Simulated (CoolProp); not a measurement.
R152A along the isotherm 500 K: density (kg/m³) from the reference equation and from simpler models built on Tc = 386.4 K, pc = 4517 kPa, ω = 0.275; each cubic takes its own stable root.

Model: reference Helmholtz-energy equation of state, Outcalt 1996, in CoolProp. It is a modified Benedict-Webb-Rubin equation, recast in Helmholtz form.

```
p (kPa)          phase  reference  Redlich-Kwong  Peng-Robinson
-------  -------------  ---------  -------------  -------------
4520     supercritical      84.07          85.61              …
9030     supercritical      198.9          205.6          193.6
13600    supercritical      334.3          329.5          307.3
18100    supercritical      440.7          413.7          397.3
22600    supercritical      513.1          471.6          465.3
27100    supercritical      564.9          514.7          518.0
31600    supercritical      604.7              …          560.5
36100    supercritical      636.9          577.2          595.6
40700    supercritical      664.4          601.7          626.2
45200    supercritical          …          622.4          652.0
```

Q: Fill in the missing entries.

A: 
- 4520, Peng-Robinson: 84.41
- 31600, Redlich-Kwong: 549.0
- 45200, reference: 687.6
